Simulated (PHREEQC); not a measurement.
# Ultrapure water in contact with air or piping: an equilibrium model

Synthetic water in mg/L, 25 °C, pH 6.41, pe 12.1: Na 0.0261; K 0.00726; Ca 0.00498; Mg 0.00548; Cl 0.00919; S(6) as SO4 0.0598; Alkalinity as HCO3 0.0272; Zn 0.00155; Li 5.09e-05.

Valence states are taken as typed.

The numbers come from PHREEQC with the ion-association model, phreeqc.dat.

- ionic strength: 3.40e-6 mol/kgw
- charge-balance error: 2.6 %

```tsv
species	molality	activity	log γ
Na+	1.13e-6	1.13e-6	-0.001
HCO3-	8.09e-7	8.08e-7	-0.001
CO2	7.06e-7	7.06e-7	0.000
SO4-2	6.22e-7	6.17e-7	-0.004
H+	3.90e-7	3.89e-7	-0.001
Cl-	2.59e-7	2.59e-7	-0.001
Mg+2	2.25e-7	2.23e-7	-0.004
K+	1.86e-7	1.85e-7	-0.001
Ca+2	1.24e-7	1.23e-7	-0.004
OH-	2.61e-8	2.60e-8	-0.001
Zn+2	2.36e-8	2.34e-8	-0.004
Li+	7.34e-9	7.32e-9	-0.001
```

This is a speciation only: nothing precipitates in the calculation.
